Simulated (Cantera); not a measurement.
A Cantera script and what it prints.

```python
import numpy as np
import cantera as ct

gas_names = [...]  # 95 gases of nasa_gas.yaml made of C, F, H
cond_names = """
    C(gr) C6H6(L) C7H8(L) C8H18(L),n-octa
""".split()


# ... load() reads the species with a 1 bar reference pressure and builds the phases ...
atoms = {
    'CHF3': {'C': 1, 'H': 1, 'F': 3},
}
top_T = {'C(gr)': 4500}  # K; cautious upper limits of use, not melting points


# ... equilibrate(T, P, feed) seeds the gas with the atoms and calls Mixture.equilibrate('TP', solver="vcs", rtol=1e-11, max_steps=5000) ...
results = []
feed = {'CHF3': 1}  # mol
P = 1333.22  # Pa
for T in [825, 975, 1125, 1275, 1425, 1575, 1725, 1875, 2025, 2175]:
    mix = equilibrate(T, P, feed)
    results.append((T, P, feed, dict(zip(mix.species_names, mix.species_moles))))
    x = sorted(zip(gas.X, gas.species_names), reverse=True)
    print(f"T = {T:g} K  P = {P:g} Pa  gas = {mix.phase_moles(0):.4g} mol")
    print("   x: " + "  ".join(f"{s} {v:.3e}" for v, s in x if v > 1e-05))
    print("   condensed (mol): " + ("  ".join(f"{mix.phase(i).name} {mix.phase_moles(i):.4g}"
          for i in range(1, mix.n_phases) if mix.phase_moles(i) > 1e-12) or "none"))
```

Result:

```
T = 825 K  P = 1333.22 Pa  gas = 1.5 mol
   x: HF 6.667e-01  CF4 3.333e-01
   condensed (mol): C(gr) 0.5
T = 975 K  P = 1333.22 Pa  gas = 1.5 mol
   x: HF 6.667e-01  CF4 3.333e-01
   condensed (mol): C(gr) 0.5
T = 1125 K  P = 1333.22 Pa  gas = 1.5 mol
   x: HF 6.667e-01  CF4 3.333e-01
   condensed (mol): C(gr) 0.5
T = 1275 K  P = 1333.22 Pa  gas = 1.5 mol
   x: HF 6.667e-01  CF4 3.333e-01
   condensed (mol): C(gr) 0.5
T = 1425 K  P = 1333.22 Pa  gas = 1.5 mol
   x: HF 6.666e-01  CF4 3.333e-01  CF2 6.566e-05  CF3 1.554e-05  F 1.004e-05
   condensed (mol): C(gr) 0.4999
T = 1575 K  P = 1333.22 Pa  gas = 1.501 mol
   x: HF 6.664e-01  CF4 3.328e-01  CF2 6.196e-04  F 1.279e-04  CF3 9.608e-05
   condensed (mol): C(gr) 0.4995
T = 1725 K  P = 1333.22 Pa  gas = 1.504 mol
   x: HF 6.648e-01  CF4 3.298e-01  CF2 3.913e-03  F 1.046e-03  CF3 4.286e-04
   condensed (mol): C(gr) 0.4973
T = 1875 K  P = 1333.22 Pa  gas = 1.521 mol
   x: HF 6.574e-01  CF4 3.171e-01  CF2 1.799e-02  F 6.063e-03  CF3 1.465e-03  CF 1.453e-05
   condensed (mol): C(gr) 0.488
T = 2025 K  P = 1333.22 Pa  gas = 1.582 mol
   x: HF 6.320e-01  CF4 2.754e-01  CF2 6.216e-02  F 2.639e-02  CF3 3.838e-03  CF 1.384e-04
   condensed (mol): C(gr) 0.4596
T = 2175 K  P = 1333.22 Pa  gas = 1.755 mol
   x: HF 5.699e-01  CF4 1.803e-01  CF2 1.549e-01  F 8.702e-02  CF3 7.002e-03  CF 8.908e-04
   condensed (mol): C(gr) 0.398
```

Equilibrium computed with Cantera from the NASA thermochemical tables; the gas is ideal and each condensed phase is pure. Condensed phases not in the tables: fluorocarbon polymer. Gases not in the tables: C2F6 and larger saturated fluorocarbons.
